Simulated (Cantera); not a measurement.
Charge: 1 mol Ta₂O₅, 0.61 mol H₂, 0.076 mol H₂O, equilibrated at 802 °C and 1 atm.

Method: chemical equilibrium by Gibbs-energy minimisation in Cantera with the NASA 1993 tables (ideal gas, pure condensed phases). Candidate condensed phases: H₂O, Ta, Ta₂O₅; 12 gas species. Equilibrium is a limit: real reactors are often held back by kinetics, nucleation or transport.

Base state: H₂ 0.889, H₂O 0.111 (mole fractions); condensed: Ta₂O₅(s).

**Question.** What changes in the equilibrium state with this change: Ta₂O₅ replaced by FeS?

**Answer.** 
```
species        before    after
-------------  ------  -------
H₂              0.889    0.888
H₂O             0.111    0.111
H₂S                 0  0.00171
Ta₂O₅(s), mol    1.00        0
Fe(α), mol          0  0.00117
FeS(s), mol         0    0.999
```
Mutual solubility and eutectic melting of coexisting phases are not modelled. FeS: taken at fixed stoichiometry. Further candidate phases: Fe, FeO, Fe(OH)₂, Fe(OH)₃, FeS, FeSO₄, FeS₂, Fe₂O₃, Fe₂(SO₄)₃, Fe₃O₄, H₂SO₄, S.
